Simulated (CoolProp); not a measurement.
A single-stage vapour-compression cycle with R236FA: evaporating at 285.15 K (dew point), condensing at 342.15 K (bubble point), superheat 5 K, subcooling 8 K, compressor efficiency 0.65, no pressure losses. Each further row changes one setting.

The numbers come from the reference Helmholtz-energy equation of state, Pan 2012 in CoolProp.

| case | cooling COP | pressure ratio | discharge temperature (K) | refrigerating effect (kJ/kg) | volumetric capacity (kJ/m³) |
|---|---|---|---|---|---|
| as stated | 2.44 | 5.57 | 348.4 | 94.5 | 1090 |
| evaporating temperature 290.15 K | 2.81 | 4.65 | 347.9 | 98.0 | 1350 |
| condensing temperature 337.15 K | 2.80 | 4.91 | 343.7 | 101 | 1170 |
| subcooling 13 K | 2.61 | 5.57 | 348.4 | 101 | 1170 |
| superheat 15 K | 2.52 | 5.57 | 358.4 | 103 | 1140 |
| compressor efficiency 0.55 | 2.06 | 5.57 | 355.0 | 94.5 | 1090 |
